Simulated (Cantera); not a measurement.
Input: 1 mol Hg, 7.7 mol N2, equilibrated at 1248 K and 750 Torr.

Cantera equilibrium calculation (NASA polynomials, part measured and part estimated; ideal gas, pure solids and liquids). Candidate condensed phases: Hg; 3 gas species. The numbers say what is thermodynamically allowed, not how fast it happens.

### Question
What is the equilibrium state?

### Answer
| Property | Result |
|---|---|
| x(N2) | 0.885 |
| x(Hg) | 0.115 |
| gas amount | 8.700 mol |
| log10 activity of Hg(l) (absent) | -3.30 |
